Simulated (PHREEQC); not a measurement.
A made-up water analysis in mg/L, 55 °C, pH 2.89, pe 10.9:

```tsv
constituent	mg/L
Na	1050
K	86
Ca	1110
Mg	206
Cl	830
S(6) as SO4	4680
Zn	85.6
```

Na is adjusted to close the charge balance.
Valence states are taken as typed.

All values are PHREEQC results (ion-association model, wateq4f.dat), not measurements.

* **ionic strength**: 0.128 mol/kgw
* **total alkalinity**: -4.74 meq/kg

| species | molality | activity | log γ |
|---|---|---|---|
| Na+ | 0.0374 | 0.0283 | -0.121 |
| SO4-2 | 0.0264 | 0.00855 | -0.489 |
| Cl- | 0.0236 | 0.0173 | -0.134 |
| Ca+2 | 0.0160 | 0.00550 | -0.463 |
| CaSO4 | 0.0118 | 0.0121 | 0.013 |
| MgSO4 | 0.00502 | 0.00517 | 0.013 |
| Mg+2 | 0.00353 | 0.00128 | -0.441 |
| HSO4- | 0.00295 | 0.00221 | -0.126 |
| K+ | 0.00203 | 0.00149 | -0.134 |
| NaSO4- | 0.00189 | 0.00144 | -0.118 |
| H+ | 0.00160 | 0.00129 | -0.093 |
| Zn+2 | 0.000636 | 0.000225 | -0.451 |
| ZnSO4 | 0.000541 | 0.000557 | 0.013 |

This is a speciation only: nothing precipitates in the calculation. Examples of supersaturated solids here: Gypsum. Others may be too. Away from 25 °C the constants follow the database's enthalpies or fits; those with neither stay at their 25 °C values.
